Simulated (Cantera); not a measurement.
An adiabatic, constant-pressure homogeneous reactor starts with CH4 : H2 : O2 : N2 = 1 : 0.26 : 6.09 : 41.4 (molar parts), equivalence ratio 0.35, at 1673 K and 4.93 atm. Integrator tolerance rtol = 1e-08.

Cantera simulation using GRI-Mech 3.0 (53 species, 325 reactions); the numbers are that mechanism's predictions, not measurements.

| quantity | before | after |
|---|---|---|
| time of steepest temperature rise | 47.1 µs | 0.146 ms |
| temperature at 1.00 s | 2131 K | 1979 K |
| equilibrium temperature | 2131 K | 1973 K |
| x(CH4) at 1.00 s | <1e-12 (gas-phase equilibrium <1e-12) | <1e-12 (gas-phase equilibrium <1e-12) |
| x(H2) at 1.00 s | 5.40e-5 (gas-phase equilibrium 5.40e-5) | 1.80e-5 (gas-phase equilibrium 1.73e-5) |
| x(O2) at 1.00 s | 0.0777 (gas-phase equilibrium 0.0776) | 0.0802 (gas-phase equilibrium 0.0790) |
| x(C2H6) at 1.00 s | <1e-12 (gas-phase equilibrium <1e-12) | <1e-12 (gas-phase equilibrium <1e-12) |
| x(CH3) at 1.00 s | <1e-12 (gas-phase equilibrium <1e-12) | <1e-12 (gas-phase equilibrium <1e-12) |
| x(CH2O) at 1.00 s | <1e-12 (gas-phase equilibrium <1e-12) | <1e-12 (gas-phase equilibrium <1e-12) |
| x(N2O) at 1.00 s | 8.79e-7 (gas-phase equilibrium 8.79e-7) | 6.00e-7 (gas-phase equilibrium 5.93e-7) |

Task: Name the change that produced these shifts.
(A) CH4 1 to 0.42 parts
(B) pressure from 4.93 atm to 5.82 atm
(C) initial temperature 1673 to 1500 K
(D) H2 0.26 to 0.75 parts

Result: C, initial temperature 1673 to 1500 K
